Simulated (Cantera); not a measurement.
Feed: 1 mol BN, 0.37 mol H2O, held at 29.0 Pa.

These are equilibrium values from Cantera (NASA tables, ideal gas, pure condensed phases), not measurements of a reactor. Candidate condensed phases: B, BN, B2O3, B3O3H3, H2O; 39 gas species. Mutual solubility and eutectic melting of coexisting phases are not modelled. Rates play no part.

x: gas mole fraction; n: condensed amount in mol.

| T (K) | x H2 | x N2 | x B2O3 | x HBO | x HBO2 | x B2O2 | x H | n BN(s) | n B2O3(l) |
|---|---|---|---|---|---|---|---|---|---|
| 823 | 0.750 | 0.250 | <1e-12 | 1.63e-10 | 2.88e-7 | <1e-12 | 3.73e-10 | 0.753 | 0.123 |
| 873 | 0.750 | 0.250 | 1.05e-11 | 1.94e-9 | 1.27e-6 | <1e-12 | 2.38e-9 | 0.753 | 0.123 |
| 923 | 0.750 | 0.250 | 2.10e-10 | 1.75e-8 | 4.69e-6 | <1e-12 | 1.24e-8 | 0.753 | 0.123 |
| 973 | 0.750 | 0.250 | 3.06e-9 | 1.26e-7 | 1.50e-5 | 1.48e-12 | 5.50e-8 | 0.753 | 0.123 |
| 1023 | 0.750 | 0.250 | (withheld) | (withheld) | (withheld) | (withheld) | (withheld) | 0.753 | 0.123 |
| 1073 | 0.750 | 0.250 | 2.97e-7 | 3.67e-6 | 0.000109 | 6.89e-10 | 7.12e-7 | 0.753 | 0.123 |
| 1123 | 0.750 | 0.250 | 2.13e-6 | 1.57e-5 | 0.000256 | 9.77e-9 | 2.17e-6 | 0.753 | 0.123 |
| 1173 | 0.749 | 0.250 | (withheld) | (withheld) | (withheld) | (withheld) | (withheld) | 0.754 | 0.123 |
| 1223 | 0.749 | 0.250 | 6.63e-5 | 0.000200 | 0.00112 | 1.01e-6 | 1.53e-5 | 0.754 | 0.123 |
| 1273 | 0.747 | 0.249 | 0.000299 | 0.000612 | 0.00213 | 7.74e-6 | 3.62e-5 | 0.754 | 0.122 |
| 1323 | 0.744 | 0.249 | 0.00120 | 0.00171 | 0.00383 | 5.07e-5 | 8.03e-5 | 0.754 | 0.121 |
| 1373 | 0.737 | 0.247 | 0.00432 | 0.00442 | 0.00657 | 0.000289 | 0.000168 | 0.754 | 0.118 |
| 1423 | 0.719 | 0.244 | 0.0141 | 0.0106 | 0.0107 | 0.00145 | 0.000331 | 0.753 | 0.110 |
| 1473 | 0.674 | 0.235 | 0.0426 | 0.0235 | 0.0164 | 0.00658 | 0.000610 | 0.750 | 0.0882 |

### Question
Some entries are withheld; supply them.

### Answer

- 1023, x B2O3: 3.39e-8
- 1023, x HBO: 7.39e-7
- 1023, x HBO2: 4.27e-5
- 1023, x B2O2: 3.72e-11
- 1023, x H: 2.10e-7
- 1173, x B2O3: 1.28e-5
- 1173, x HBO: 5.94e-5
- 1173, x HBO2: 0.000553
- 1173, x B2O2: 1.10e-7
- 1173, x H: 5.99e-6
